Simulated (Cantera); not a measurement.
**Ignition delay**

Mixture: CO : H2 : CH4 : O2 : N2 = 1 : 0.11 : 0.49 : 2.48 : 9.31 (molar parts), at 310000 Pa, adiabatic and at constant pressure. Ignition delay is the time to a rise of 400 K.

Cantera simulation using GRI-Mech 3.0 (53 species, 325 reactions); the numbers are that mechanism's predictions, not measurements.

| T0 (K) | delay (ms) |
|---|---|
| 1050 | 6.88 |
| 1150 | 2.37 |
| 1250 | 0.969 |
| 1350 | 0.413 |
| 1450 | 0.190 |
| 1550 | 0.0962 |
| 1650 | 0.0533 |

```json
{
  "apparent activation energy between 1450 and 1650 K": "130 kJ/mol"
}
```
